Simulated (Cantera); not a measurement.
## Premixed flame

A freely propagating, adiabatic, planar premixed flame of 19.3 % H2, 16.9 % O2, 63.7 % N2, equivalence ratio 0.57, unburnt at 400 K and 2.00 bar; multicomponent+Soret transport, grid criteria slope 0.08 and curve 0.16, no radiation.

Model: the H2/O2 subset of GRI-Mech 3.0, which has no nitrogen chemistry, integrated in Cantera. Burning velocities carry a grid error of a few per cent, more on coarse grids. Lean hydrogen flames are cellular in practice and burn faster than this planar one.

| z (mm) | T (K) | u (m/s) | x H2 | x O2 | x H | x H2O | x OH | x H2O2 |
|---|---|---|---|---|---|---|---|---|
| -0.569 | 400 | 0.876 | 0.191 | 0.170 | <1e-8 | 7.84e-6 | <1e-8 | 2.05e-8 |
| -0.379 | 401 | 0.871 | 0.184 | 0.171 | <1e-8 | 6.56e-5 | <1e-8 | 1.98e-7 |
| -0.284 | 404 | 0.868 | 0.175 | 0.173 | <1e-8 | 0.000313 | <1e-8 | 1.09e-6 |
| -0.190 | 422 | 0.883 | 0.150 | 0.178 | <1e-8 | 0.00234 | <1e-8 | 9.87e-6 |
| -0.0948 | 609 | 1.22 | 0.0987 | 0.177 | 1.62e-5 | 0.0267 | 3.24e-5 | 9.02e-5 |
| -0.0474 | 919 | 1.82 | 0.0680 | 0.158 | 0.000668 | 0.0694 | 0.000457 | 7.66e-5 |
| 0 | 1241 | 2.46 | 0.0374 | 0.129 | 0.00288 | 0.123 | 0.00175 | 1.98e-5 |
| 0.0474 | 1457 | 2.89 | 0.0168 | 0.105 | 0.00406 | 0.162 | 0.00394 | 5.31e-6 |
| 0.0948 | 1579 | 3.13 | 0.00796 | 0.0939 | 0.00338 | 0.180 | 0.00536 | 2.98e-6 |
| 0.190 | 1691 | 3.35 | 0.00324 | 0.0882 | 0.00156 | 0.192 | 0.00552 | 1.54e-6 |
| 0.379 | 1759 | 3.48 | 0.00123 | 0.0871 | 0.000375 | 0.198 | 0.00396 | 7.56e-7 |
| 0.758 | 1787 | 3.53 | 0.000350 | 0.0873 | 5.60e-5 | 0.201 | 0.00224 | 3.43e-7 |
| 1.52 | 1796 | 3.54 | 9.73e-5 | 0.0875 | 8.56e-6 | 0.202 | 0.00123 | 1.56e-7 |
x: mole fraction of selected species; z is measured from the peak of heat release.

The laminar burning velocity comes out as 87.8 cm/s and the thermal thickness is 0.190 mm. The peak x(H) comes out as 0.00406, the peak x(OH) is 0.00572 and the peak x(H2O2) is 9.82e-5. The grid points is 109.
